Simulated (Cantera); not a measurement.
An isothermal, constant-pressure homogeneous reactor starts with CO : O2 : H2O : N2 = 0.013 : 0.044 : 0.013 : 1 (molar parts), equivalence ratio 0.15, at 1148 K and 0.920 bar.

Model: GRI-Mech 3.0 (53 species, 325 reactions), integrated in Cantera.

x: mole fraction; the columns are a selection and need not sum to one.

```tsv
t (s)	x CO	x O2	x H2O	x NO	x O	x H2	x H2O2
3.00e-6	0.0121	0.0411	0.0121	<1e-12	2.86e-11	<1e-12	<1e-12
1.20e-5	0.0121	0.0411	0.0121	<1e-12	1.14e-10	<1e-12	<1e-12
4.80e-5	0.0121	0.0411	0.0121	<1e-12	4.48e-10	<1e-12	<1e-12
0.000192	0.0121	0.0411	0.0121	<1e-12	1.91e-9	8.94e-12	<1e-12
0.000766	0.0121	0.0411	0.0121	<1e-12	2.24e-8	6.08e-10	1.03e-12
0.00306	0.0120	0.0410	0.0121	6.19e-11	5.59e-5	5.52e-6	1.84e-7
0.0123	0.00302	0.0367	0.0121	4.72e-8	7.55e-5	3.10e-5	2.94e-7
0.0490	0.000279	0.0354	0.0122	5.73e-8	6.59e-6	2.30e-6	6.19e-8
0.196	1.41e-5	0.0353	0.0122	5.94e-8	3.65e-7	1.07e-7	5.76e-9
0.783	…	0.0353	0.0122	6.20e-8	…	…	4.78e-10
3.13	…	0.0353	0.0122	6.29e-8	…	6.03e-10	7.74e-11
12.5	4.22e-10	0.0353	0.0122	6.30e-8	2.14e-9	3.50e-10	4.41e-11
50.0	3.34e-10	0.0353	0.0122	6.30e-8	1.58e-9	2.82e-10	3.27e-11
200	3.31e-10	0.0353	0.0122	6.30e-8	1.56e-9	2.80e-10	3.24e-11
```

Question: Some entries are withheld; supply them.

Answer: 
- 0.783, x CO: 5.25e-7
- 0.783, x O: 2.42e-8
- 0.783, x H2: 5.54e-9
- 3.13, x CO: 8.41e-9
- 3.13, x O: 3.78e-9
